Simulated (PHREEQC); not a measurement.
1 kg of water holding 0.11 mol/kgw NaCl meets 20 L of dry gas (CO2 0.53, H2S 0.47 by moles) at fixed total pressure, at 5 atm; fugacities by Peng-Robinson. The gases take part in no redox reaction, some water evaporates into the gas, and hydrates or a liquid gas phase aren't modelled. Precipitation was switched off in this run.

All values are PHREEQC results (ion-association model, phreeqc.dat), not measurements.

Predict dissolved CO2 (all carbonate carbon) (mol/kgw) at T (°C) = 20, 30, 50, 60, 90.


```csv
T (°C),dissolved CO2 (all carbonate carbon) (mol/kgw)
20,0.101
30,0.0765
50,0.0490
60,0.0408
90,0.0254
```

At this temperature some constants are extrapolated from 25 °C, and those without enthalpy data are left unchanged.
